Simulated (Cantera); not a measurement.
A freely propagating, adiabatic, planar premixed flame of CH4 : O2 : N2 : H2O = 1 : 1.54 : 5.78 : 0.49 (molar parts), equivalence ratio 1.3, unburnt at 575 K and 0.150 bar; mixture-averaged transport, grid criteria slope 0.08 and curve 0.16, no radiation.

Cantera simulation using GRI-Mech 3.0 (53 species, 325 reactions); the numbers are that mechanism's predictions, not measurements. Burning velocities carry a grid error of a few per cent, more on coarse grids.

| quantity | before | after |
|---|---|---|
| laminar burning velocity | 121 cm/s | 54.4 cm/s |
| thermal thickness | 2.17 mm | 2.61 mm |
| peak x(HCO) | 6.62e-5 | 4.44e-5 |
| peak x(OH) | 0.00637 | 0.00433 |
| peak x(CO) | 0.0713 | 0.0681 |

What was changed between the two runs?
A. inlet temperature 575 to 650 K
B. inlet temperature 575 to 300 K
C. inlet temperature 575 to 375 K
D. O2 1.54 to 2 parts

C, inlet temperature 575 to 375 K
